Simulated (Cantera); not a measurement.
Feed: 1 mol Si₃H₈, 0.021 mol HCl, 120 mol N₂, at 1623 K and 0.960 bar.

Equilibrium computed with Cantera from the NASA thermochemical tables; the gas is ideal and each condensed phase is pure. Candidate condensed phases: NH₄Cl, Si, Si₃N₄; 28 gas species. The feed counts by its element totals alone. Kinetics and transport are ignored.

Base state: N₂ 0.967, H₂ 0.0328, HCl 0.000172, H 1.28e-5 (mole fractions); condensed: Si₃N₄(s).

Q: What changes in the equilibrium state with this change: Si₃H₈ replaced by Si₂H₆?

A: 
```
species          before     after
-------------  --------  --------
N₂                0.967     0.975
H₂               0.0328    0.0246
HCl            0.000172  0.000172
H               1.28e-5   1.11e-5
Si₃N₄(s), mol     1.000     0.667
```
